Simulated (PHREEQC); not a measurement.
2.1 g of hydrous ferric oxide (600 m²/g; 0.2 weak and 0.005 strong sites per Fe, Dzombak-Morel constants, diffuse double layer) in 1 kg of water with 0.1 mol/kgw of an inert sodium salt, at 25 °C; the pH is set by adding NaOH or the inert anion's acid. Oxygen alone is held at its pressure in air (log pO2 = -0.68). CO2 from the air is kept out. Precipitation was switched off in this run.

Base run: PHREEQC, ion-association model, wateq4f.dat. Each further column changes one thing. The table gives surface charge σ (C/m²).

```
pH       base  background salt from 0.1 to 0.01 mol/kgw  oxide from 2.1 to 10 g/kgw
-----  ------  ----------------------------------------  --------------------------
3       0.363                                     0.330                       0.364
3.67    0.343                                     0.262                       0.344
4.33    0.291                                         ?                       0.294
5.67    0.142                                     0.067                       0.143
6.33    0.086                                     0.036                       0.086
7       0.045                                         ?                       0.045
7.67    0.016                                     0.006                       0.016
8.33   -0.008                                         ?                      -0.008
9.67   -0.071                                         ?                      -0.071
10.33  -0.121                                    -0.056                      -0.122
11     -0.190                                         ?                      -0.193
```

What belongs in the gaps?


- 4.33, background salt from 0.1 to 0.01 mol/kgw: 0.183
- 7, background salt from 0.1 to 0.01 mol/kgw: 0.017
- 8.33, background salt from 0.1 to 0.01 mol/kgw: -0.003
- 9.67, background salt from 0.1 to 0.01 mol/kgw: -0.029
- 11, background salt from 0.1 to 0.01 mol/kgw: -0.101

The oxide is taken as insoluble; below pH 4 it would dissolve.
